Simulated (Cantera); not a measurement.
A closed system holds: 1 mol Cu2O, 0.74 mol CH4, 0.16 mol CO, equilibrated at 6080 Torr.

Cantera equilibrium calculation (NASA polynomials, part measured and part estimated; ideal gas, pure solids and liquids). Candidate condensed phases: C, C6H6, C7H8, C8H18, Cu, CuO, Cu(OH)2, Cu2O, H2O; 113 gas species. Kinetics and transport are ignored.

Problem. At 1352 °C, list the 4 most abundant gas species with their mole fractions, and the condensed phases.

Solution. H2 0.532, CO 0.359, H2O 0.0898, CO2 0.0195. Condensed: Cu(l).
